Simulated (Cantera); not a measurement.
A perfectly stirred reactor is fed with CH₄ : C₂H₆ : C₃H₈ : O₂ : N₂ = 1 : 0.15 : 0.1 : 6.17 : 23.2 (molar parts), equivalence ratio 0.49, at 1.00 atm; it is adiabatic with a 500 K inlet, and is followed from long to short residence time, starting on the burning branch (τ in s: 0.083, 0.033, 0.013, 0.0053, 0.0021, 0.00084, 0.00034, 0.00013, 5.4e-05, 2.1e-05, 8.5e-06).

Detailed kinetics in Cantera: GRI-Mech 3.0 (53 species, 325 reactions).

x: mole fraction; the columns are a selection and need not sum to one.

```
τ (s)    T (K)     x CH₄   x C₂H₆   x C₃H₈    x NO₂      x H₂   x H₂O₂
-------  -----  --------  -------  -------  -------  --------  -------
0.083     1625   1.19e-5  4.64e-7  3.22e-7  1.89e-8   6.20e-5  1.07e-7
0.033     1620   2.14e-5  8.44e-7  5.89e-7  1.51e-8  0.000113  1.60e-7
0.013     1612   3.90e-5  1.54e-6  1.07e-6  1.04e-8  0.000204  2.36e-7
0.0053    1598   7.11e-5  2.77e-6  1.89e-6  6.93e-9  0.000356  3.41e-7
0.0021    1573         …        …        …        …         …        …
0.00084   1528  0.000308  1.15e-5  7.44e-6  3.10e-9   0.00106  7.75e-7
0.00034    500    0.0327  0.00490  0.00327   <1e-12    <1e-12   <1e-12
0.00013    500    0.0327  0.00490  0.00327   <1e-12    <1e-12   <1e-12
5.4e-5     500    0.0327  0.00490  0.00327   <1e-12    <1e-12   <1e-12
2.1e-5     500    0.0327  0.00490  0.00327   <1e-12    <1e-12   <1e-12
8.5e-6     500    0.0327  0.00490  0.00327   <1e-12    <1e-12   <1e-12
```

Complete the blanks.


- 0.0021, x CH₄: 0.000139
- 0.0021, x C₂H₆: 5.30e-6
- 0.0021, x C₃H₈: 3.54e-6
- 0.0021, x NO₂: 4.63e-9
- 0.0021, x H₂: 0.000619
- 0.0021, x H₂O₂: 5.03e-7
